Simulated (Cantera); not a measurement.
Input: 1 mol CH₂F₂, 0.027 mol HCl, at 1298 K and 3400 Pa.

These are equilibrium values from Cantera (NASA tables, ideal gas, pure condensed phases), not measurements of a reactor. Candidate condensed phases: C, C₆H₆, C₇H₈, C₈H₁₈; 118 gas species. Kinetics and transport are ignored.

Base state: HF 0.987, HCl 0.0133, Cl 2.02e-5, H₂ 1.04e-5 (mole fractions); condensed: C(graphite).

Problem. What changes in the equilibrium state with this change: temperature from 1298 K to 2850 K?

Solution. 
```tsv
species	before	after
HF	0.987	0.908
H	1.88e-8	0.0364
F	9.06e-9	0.0322
Cl	2.02e-5	0.0107
HCl	0.0133	0.00204
CF	<1e-9	0.00268
C₃	<1e-9	0.00170
C(graphite), mol	1.00	0.979
```

Problem. What changes in the equilibrium state with this change: 0.49 mol CH₄ added?

Solution. 
```tsv
species	before	after
HF	0.987	0.665
H₂	1.04e-5	0.326
HCl	0.0133	0.00898
CH₄	<1e-9	2.88e-5
Cl	2.02e-5	7.71e-8
C(graphite), mol	1.00	1.49
```
